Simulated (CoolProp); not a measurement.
Vapour pressure (MPa) of propylene: the reference equation beside estimates from Tc = 364.2 K, pc = 4.555 MPa, ω = 0.146.

Values from CoolProp's reference Helmholtz-energy equation of state, Lemmon 2013.

```csv
T (K),reference,Lee-Kesler,Redlich-Kwong,Peng-Robinson
225.2,0.09981,0.09870,0.1270,0.1005
231,0.1291,0.1280,0.1633,0.1296
236.7,0.1639,0.1630,0.2059,0.1642
242.5,0.2064,0.2056,0.2572,0.2064
248.2,0.2558,0.2554,0.3163,0.2556
254,0.3149,0.3148,0.3859,0.3143
259.7,0.3823,0.3828,0.4646,0.3815
265.5,0.4616,0.4626,0.5558,0.4604
271.2,0.5508,0.5524,0.6571,0.5494
277,0.6541,0.6563,0.7730,0.6526
282.7,0.7689,0.7717,0.9001,0.7675
288.5,0.9003,0.9035,1.044,0.8992
294.2,1.045,1.048,1.200,1.044
300,1.209,1.212,1.374,1.209
305.7,1.387,1.390,1.561,1.388
```

Absolute difference from the reference over all 15 rows, mean and median: Lee-Kesler 0.4 and 0.3 %, Redlich-Kwong 20.2 and 20.4 %, Peng-Robinson 0.2 and 0.2 %.
